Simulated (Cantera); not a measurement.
An isothermal, constant-pressure homogeneous reactor starts with N2O : H2O = 1 : 0.016 (molar parts), at 1473 K and 0.00612 atm. Integrator tolerance rtol = 1e-08.

Computed with Cantera and GRI-Mech 3.0 (53 species, 325 reactions). GRI-Mech 3.0 was tuned for natural gas; its chemistry of N2O as a main component is partial and can be far from experiment. Radical loss at walls, strong at low pressure, is not modelled. The temperature is held fixed by assumption; the heat of reaction is taken as removed at once.

**Question.** What does this change do: temperature 1473 to 1050 K?

**Answer.** 
```json
[
 {"quantity": "x(N2O) at 200 s", "before": "3.91e-6 (gas-phase equilibrium 5.48e-9)", "after": "0.939 (gas-phase equilibrium 3.44e-10)"},
 {"quantity": "x(H2O) at 200 s", "before": "0.0105 (gas-phase equilibrium 0.0105)", "after": "0.0155 (gas-phase equilibrium 0.0106)"},
 {"quantity": "x(N2) at 200 s", "before": "0.592 (gas-phase equilibrium 0.659)", "after": "0.0298 (gas-phase equilibrium 0.660)"},
 {"quantity": "x(NO) at 200 s", "before": "0.135 (gas-phase equilibrium 0.00123)", "after": "0.00121 (gas-phase equilibrium 6.09e-5)"},
 {"quantity": "x(H2O2) at 200 s", "before": "7.57e-11 (gas-phase equilibrium 8.42e-11)", "after": "4.82e-10 (gas-phase equilibrium 2.47e-12)"},
 {"quantity": "x(H) at 200 s", "before": "9.65e-8 (gas-phase equilibrium 8.96e-8)", "after": "3.54e-11 (gas-phase equilibrium <1e-12)"},
 {"quantity": "x(H2) at 200 s", "before": "3.48e-7 (gas-phase equilibrium 3.07e-7)", "after": "1.13e-9 (gas-phase equilibrium 8.50e-11)"}
]
```
The mechanism lacks the step 2 NO + O2 → 2 NO2, which can matter for NO2 below about 1400 K.
